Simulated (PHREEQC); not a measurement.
1 kg of water meets 20 L of dry gas (H2 0.6, N2 0.4 by moles) at fixed total pressure, at 10 °C; fugacities by Peng-Robinson. The gases take part in no redox reaction, some water evaporates into the gas, and hydrates or a liquid gas phase aren't modelled. Nothing may precipitate in this run.

Model: ion-association model, phreeqc.dat, run in PHREEQC.

Question: Predict dissolved H2 (mol/kgw) at P (atm) = 5, 75.

Answer: 
```
P (atm)  dissolved H2 (mol/kgw)
-------  ----------------------
5                       0.00263
75                       0.0371
```

At this temperature some constants are extrapolated from 25 °C, and those without enthalpy data are left unchanged.
